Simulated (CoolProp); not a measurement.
Properties of CH3F (R41) along the isobar 0.101 MPa.

The numbers come from the reference Helmholtz-energy equation of state, Lemmon 2006 in CoolProp. It is a short technical equation, of lower accuracy than the large ones.

| T (K) | phase | Z | Joule-Thomson coefficient (K/MPa) |
|---|---|---|---|
| 223.3 | gas | 0.9764 | 46.36 |
| 229.2 | gas | 0.9787 | 42.19 |
| 235 | gas | 0.9807 | 38.62 |
| 240.9 | gas | 0.9824 | … |
| 246.8 | gas | 0.9839 | … |
| 252.6 | gas | 0.9852 | 30.20 |
| 258.5 | gas | 0.9864 | 28.01 |
| 264.3 | gas | 0.9874 | 26.08 |
| 270.2 | gas | 0.9884 | … |
| 276.1 | gas | 0.9892 | … |
| 281.9 | gas | 0.9899 | … |
| 287.8 | gas | 0.9906 | … |
| 293.6 | gas | 0.9912 | … |
| 299.5 | gas | 0.9918 | 17.80 |
| 305.3 | gas | 0.9923 | 16.83 |
| 311.2 | gas | 0.9928 | … |

Question: What belongs in the gaps?

Answer: 
- 240.9, Joule-Thomson coefficient (K/MPa): 35.43
- 246.8, Joule-Thomson coefficient (K/MPa): 32.64
- 270.2, Joule-Thomson coefficient (K/MPa): 24.32
- 276.1, Joule-Thomson coefficient (K/MPa): 22.74
- 281.9, Joule-Thomson coefficient (K/MPa): 21.33
- 287.8, Joule-Thomson coefficient (K/MPa): 20.04
- 293.6, Joule-Thomson coefficient (K/MPa): 18.88
- 311.2, Joule-Thomson coefficient (K/MPa): 15.92
